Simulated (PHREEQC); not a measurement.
Make-up at 25 °C: 150 mmol/kgw ZnSO4, 31 mmol/kgw ZnCl2 and 0.22 mmol/kgw NaF. Closed to the air; pH follows from the charge balance.

The numbers come from PHREEQC with the ion-association model, phreeqc.dat.

No solid was allowed to form.

Task: Order these Zn species by the share of Zn that they hold, largest first: Zn+2, ZnCl+, Zn(SO4)2-2, ZnSO4.

Result: Zn+2 (54 %), ZnSO4 (32 %), Zn(SO4)2-2 (12 %), ZnCl+ (2.0 %)

Task: Order these Cl species by the share of Cl that they hold, largest first: Cl-, ZnCl+, ZnCl2.

Result: Cl- (94 %), ZnCl+ (5.9 %), ZnCl2 (0.30 %)

The pH is 5.34 and the ionic strength 0.368 mol/kgw. Species that the database lacks are ignored.
